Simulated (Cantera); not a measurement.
A closed system holds: 1 mol MgO, 2.6 mol H2S, 11 mol N2, 0.19 mol SO2, equilibrated at 1100 °C and 100 Torr.

These are equilibrium values from Cantera (NASA tables, ideal gas, pure condensed phases), not measurements of a reactor. Candidate condensed phases: H2O, H2SO4, Mg, MgO, Mg(OH)2, MgS, MgSO4, S; 43 gas species. Equilibrium is a limit: real reactors are often held back by kinetics, nucleation or transport.

Task: What is the equilibrium state?

Result: 
- x(N2): 0.756
- x(H2): 0.0916
- x(S2): 0.0651
- x(H2S): 0.0607
- x(H2O): 0.0260
- x(SH): 0.000722
- x(SO2): 4.31e-5
- x(S2O): 2.63e-5
- x(SO): 1.92e-5
- n(MgO(s)): 1.00 mol
- gas amount: 14.55 mol
- log10 activity of S(l) (absent): -2.09
- log10 activity of Mg(l) (absent): -10.04
